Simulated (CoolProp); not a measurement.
Saturation properties of toluene.

Values from CoolProp's reference Helmholtz-energy equation of state, Lemmon 2006. It is a short technical equation, of lower accuracy than the large ones.

| T (K) | p (kPa) | vapour density (kg/m³) |
|---|---|---|
| 364.5 | 56.70 | 1.771 |
| 386.9 | 110.7 | 3.314 |
| 409.3 | 198.7 | 5.753 |
| 431.7 | 332.9 | 9.418 |
| 454.1 | 526.8 | 14.74 |
| 476.5 | 795.7 | 22.30 |
| 498.9 | 1156 | 33.01 |
| 521.3 | 1627 | 48.39 |
| 543.7 | 2231 | 71.44 |
| 566.1 | 2995 | 109.9 |

It boils at 383.7 K under 1 atm.
